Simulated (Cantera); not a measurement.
A Cantera script and what it prints.

```python
import numpy as np
import cantera as ct

gas_names = """
    B BF BF2 BF3 BH BHF2 BH2 BH3 BN BO BOF BOF2 BO2 B2 B2O B2O2 B2O3 B3O3F3 B3O3H3 F FO FO2 F2 F2O H HBO
    HBO2 HF HNO HNO2 HNO3 HOF HO2 H2 H2F2 H2O H2O2 H3B3O6 H3F3 H4F4 H5F5 H6F6 H7F7 N NF NF2 NF3 NH NH2
    NH3 NH2OH NO NO2 NO3 N2 N2H2 N2H4 N2O O OH O2 O3
""".split()
cond_names = """
    B(b) B(L) BN(s) B2O3(L) B3O3H3(cr) H2O(s) H2O(L)
""".split()


def load(file, names, dense=False):
    # The tables refer to 1 bar. Condensed volumes are neglected.
    table = {s.name: s for s in ct.Species.list_from_file(file)}
    out = []
    for n in names:
        d = dict(table[n].input_data)
        d["thermo"] = dict(d["thermo"], **{"reference-pressure": 1e5})
        if dense:
            d["equation-of-state"] = {"model": "constant-volume", "density": "1e6 g/cm^3"}
        out.append(ct.Species.from_dict(d))
    return out


gas = ct.Solution(thermo="ideal-gas", species=load("nasa_gas.yaml", gas_names))
cond = {s.name: ct.Solution(thermo="fixed-stoichiometry", species=[s], name=s.name)
        for s in load("nasa_condensed.yaml", cond_names, dense=True)}
atoms = {
    'BN': {'B': 1, 'N': 1},
    'F2': {'F': 2},
    'H2': {'H': 2},
    'O2': {'O': 2},
}
top_T = {'BN(s)': 3200}  # K; cautious upper limits of use, not melting points


def equilibrate(T, P, feed):
    n = {}
    for name, mol in feed.items():
        for a, k in atoms[name].items():
            n[a] = n.get(a, 0.0) + k * mol
    gas.TPX = T, P, n
    mass = sum(n.values()) * gas.mean_molecular_weight
    gas.equilibrate("TP")
    valid = [c for c in cond.values() if c.min_temp <= T <= top_T.get(c.name, c.max_temp)]
    mix = ct.Mixture([(gas, mass / gas.mean_molecular_weight)] + [(c, 0.0) for c in valid])
    mix.T, mix.P = T, P
    mix.equilibrate("TP", solver="vcs", rtol=1e-11, max_steps=5000)
    return mix


results = []
feed = {'BN': 1, 'F2': 1.1, 'H2': 1.1, 'O2': 1.2}  # mol
T = 1223  # K
P = 13332.2  # Pa
mix = equilibrate(T, P, feed)
results.append((T, P, feed, dict(zip(mix.species_names, mix.species_moles))))
x = sorted(zip(gas.X, gas.species_names), reverse=True)
print(f"T = {T:g} K  P = {P:g} Pa  gas = {mix.phase_moles(0):.4g} mol")
print("   x: " + "  ".join(f"{s} {v:.3e}" for v, s in x if v > 0.0001))
print("   condensed (mol): " + ("  ".join(f"{mix.phase(i).name} {mix.phase_moles(i):.4g}"
      for i in range(1, mix.n_phases) if mix.phase_moles(i) > 1e-12) or "none"))
```

Output:

```
T = 1223 K  P = 13332.2 Pa  gas = 2.925 mol
   x: HF 2.646e-01  H2O 2.423e-01  N2 1.709e-01  O2 1.538e-01  BF3 1.417e-01  B3O3F3 1.881e-02  BOF 5.813e-03  HBO2 1.546e-03  H3B3O6 4.675e-04
   condensed (mol): B2O3(L) 0.1973
```

Cantera equilibrium calculation (NASA polynomials, part measured and part estimated; ideal gas, pure solids and liquids). Gases not in the tables: H3BO3.
